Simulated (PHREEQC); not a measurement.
0.075 g of hydrous ferric oxide (600 m²/g; 0.2 weak and 0.005 strong sites per Fe, Dzombak-Morel constants, diffuse double layer) in 1 kg of water with 0.1 mol/kgw of an inert sodium salt and 6.5e-07 mol/kgw ZnSO4, 1.1e-06 mol/kgw SrCl2 and 1e-05 mol/kgw MnCl2, at 25 °C; the pH is set by adding NaOH or the inert anion's acid. No oxygen is let in. The system is closed to CO2. Nothing may precipitate in this run.

All values are PHREEQC results (ion-association model, wateq4f.dat), not measurements.

Predict Zn sorbed (%), Sr sorbed (%) at pH = 4, 10, 10.67.


```
pH     Zn sorbed (%)  Sr sorbed (%)
-----  -------------  -------------
4                0.0            0.0
10              99.6           76.4
10.67           99.0           96.5
```
